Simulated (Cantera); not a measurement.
Feed: 1 mol B2H6, a varied amount of H2O, 5.7 mol N2, 6.5 mol NH3, held at 1500 K and 0.330 bar.

Method: chemical equilibrium by Gibbs-energy minimisation in Cantera with the NASA 1993 tables (ideal gas, pure condensed phases). Candidate condensed phases: B, BN, B2O3, B3O3H3, H2O; 39 gas species. The feed counts by its element totals alone. Mutual solubility and eutectic melting of coexisting phases are not modelled. Gases not in the tables: H3BO3. The numbers say what is thermodynamically allowed, not how fast it happens.

### Question
At 0.15 mol H2O, list the 4 most abundant gas species with their mole fractions, and the condensed phases.

### Answer
H2 0.614, N2 0.382, H2O 0.00239, HBO2 0.00207. Condensed: BN(s) + B2O3(l).
